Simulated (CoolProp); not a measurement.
Saturation properties of R227EA.

Model: reference Helmholtz-energy equation of state, Lemmon 2016, in CoolProp.

```csv
T (°C),p (bar),liquid density (kg/m³),vapour density (kg/m³),enthalpy of vaporisation (kJ/kg),liquid viscosity (µPa s),liquid conductivity (mW/(m K))
-79.35,0.02183,1744,0.2310,156.4,1080,84.5
-75.05,0.03122,1731,0.3235,154.8,1000,83.7
-70.85,0.04350,1719,0.4419,153.2,935,82.8
-66.55,0.06006,1706,0.5984,151.6,871,81.9
-62.35,0.08105,1693,0.7927,150.0,814,81.0
-58.15,0.1078,1680,1.036,148.5,761,80.1
-53.85,0.1425,1667,1.345,146.8,713,79.2
-49.65,0.1847,1654,1.716,145.2,669,78.2
-45.35,0.2381,1640,2.176,143.6,627,77.3
-41.15,0.3018,1627,2.717,141.9,590,76.3
-36.85,0.3806,1613,3.377,140.2,555,75.3
-32.65,0.4728,1599,4.139,138.5,522,74.3
-28.35,0.5849,1585,5.055,136.8,492,73.2
-24.15,0.7140,1571,6.099,135.1,464,72.2
```

It boils at -16.3 °C under 1 atm.

Viscosity comes from a separate model (Huber 2003), an estimate that may be off by 10 % or more. Thermal conductivity comes from a separate model (Huber 2003), an estimate that may be off by 10 % or more.
